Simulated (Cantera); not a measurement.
# N2O furnace oxynitridation

An isothermal, constant-pressure homogeneous reactor starts with N₂O : H₂ : N₂ = 1 : 0.023 : 1.4 (molar parts), at 1550 K and 0.977 atm.

Detailed kinetics in Cantera: GRI-Mech 3.0 (53 species, 325 reactions). GRI-Mech 3.0 was tuned for natural gas; its chemistry of N2O as a main component is partial and can be far from experiment. The temperature is held fixed by assumption; the heat of reaction is taken as removed at once.

```
t (s)       x N₂O      x H₂    x H₂O   x N₂     x NO    x HO₂
--------  -------  --------  -------  -----  -------  -------
0.000200    0.395  0.000962  0.00835  0.591  0.00209  1.33e-5
0.000386    0.385  0.000180  0.00914  0.596  0.00380  9.09e-6
0.000746    0.369   1.31e-5  0.00926  0.604  0.00699  6.14e-6
0.00144     0.340   1.17e-6  0.00916  0.618   0.0127  4.17e-6
0.00278     0.292   1.03e-6  0.00897  0.642   0.0220  2.60e-6
0.00537     0.220   1.02e-6  0.00869  0.677   0.0354  1.52e-6
0.0104      0.134   1.01e-6  0.00835  0.720   0.0507  8.46e-7
0.0200     0.0576   8.54e-7  0.00806  0.759   0.0622  4.66e-7
0.0386     0.0154   4.62e-7  0.00792  0.782   0.0665  2.43e-7
0.0746    0.00196   1.52e-7  0.00789  0.790   0.0670  1.02e-7
0.144     5.34e-5   8.13e-8  0.00789  0.791   0.0670  5.67e-8
0.278     1.60e-6   7.89e-8  0.00789  0.791   0.0670  5.49e-8
0.537     1.55e-6   7.89e-8  0.00789  0.791   0.0669  5.49e-8
1.04      1.54e-6   7.89e-8  0.00789  0.791   0.0669  5.49e-8
2.00      1.54e-6   7.88e-8  0.00789  0.791   0.0667  5.50e-8
```
x: mole fraction; the columns are a selection and need not sum to one.

Equilibrium at this temperature and pressure: N₂O 8.73e-8, H₂ 7.05e-8, H₂O 0.00788, N₂ 0.824, NO 0.00142, HO₂ 6.47e-8 (gas phase only).
